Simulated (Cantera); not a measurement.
An isothermal, constant-pressure homogeneous reactor starts with 1.08 % C2H6, 98.9 % H2, at 1150 K and 12.8 Torr.

Detailed kinetics in Cantera: GRI-Mech 3.0 (53 species, 325 reactions). GRI-Mech 3.0 stops at C3 and has no aromatics, soot or wall deposition, so with more carbon than oxygen in the feed, carbon stays in small species such as C2H2 where larger ones or solid carbon would form. Radical loss at walls, strong at low pressure, is not modelled.

Q: Predict: x(C2H6) at 40.0 s; x(H2) at 40.0 s; x(C2H2) at 40.0 s; x(H) at 40.0 s; x(C2H4) at 40.0 s.

A: 
* **x(C2H6) at 40.0 s**: 1.49e-5 (gas-phase equilibrium 2.55e-7)
* **x(H2) at 40.0 s**: 0.986 (gas-phase equilibrium 0.979)
* **x(C2H2) at 40.0 s**: 0.00435 (gas-phase equilibrium 0.000120)
* **x(H) at 40.0 s**: 3.53e-6 (gas-phase equilibrium 5.70e-7)
* **x(C2H4) at 40.0 s**: 0.00338 (gas-phase equilibrium 5.42e-5)
